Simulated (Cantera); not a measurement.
A freely propagating, adiabatic, planar premixed flame of H2 : O2 : N2 = 1 : 0.455 : 1.71 (molar parts), equivalence ratio 1.1, unburnt at 500 K and 0.660 bar; mixture-averaged transport, grid criteria slope 0.08 and curve 0.16, no radiation.

Detailed kinetics in Cantera: the H2/O2 subset of GRI-Mech 3.0, which has no nitrogen chemistry. Burning velocities carry a grid error of a few per cent, more on coarse grids.

### Question
What does this change do: inlet temperature 500 to 598 K?

### Answer
```
quantity                    before     after
------------------------  --------  --------
laminar burning velocity  561 cm/s  758 cm/s
thermal thickness         0.759 mm  0.808 mm
peak x(H2O2)               2.30e-5   8.52e-6
peak x(H)                   0.0694    0.0755
peak x(OH)                  0.0170    0.0185
```

### Question
What does this change do: inlet temperature 500 to 600 K?

### Answer
```
quantity                    before     after
------------------------  --------  --------
laminar burning velocity  561 cm/s  762 cm/s
thermal thickness         0.759 mm  0.809 mm
peak x(H2O2)               2.30e-5   8.35e-6
peak x(H)                   0.0694    0.0756
peak x(OH)                  0.0170    0.0185
```

### Question
What does this change do: inlet temperature 500 to 373 K?

### Answer
```
quantity                    before     after
------------------------  --------  --------
laminar burning velocity  561 cm/s  352 cm/s
thermal thickness         0.759 mm  0.664 mm
peak x(H2O2)               2.30e-5   7.13e-5
peak x(H)                   0.0694    0.0617
peak x(OH)                  0.0170    0.0152
```
